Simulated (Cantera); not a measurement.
Charge: 1 mol Cu, 0.55 mol CO2, 10 mol CO, equilibrated at 1400 K and 1 atm.

These are equilibrium values from Cantera (NASA tables, ideal gas, pure condensed phases), not measurements of a reactor. Candidate condensed phases: C, Cu, CuO, Cu2O; 15 gas species. Equilibrium is a limit: real reactors are often held back by kinetics, nucleation or transport.

Question: What is the equilibrium state?

Answer: 
```
Quantity                                    Value
--------------------------------------  ---------
x(CO)                                       0.948
x(CO2)                                     0.0521
x(Cu)                                     1.33e-6
n(Cu(l))                                1.000 mol
gas amount                              10.55 mol
log10 activity of C(graphite) (absent)      -1.52
```
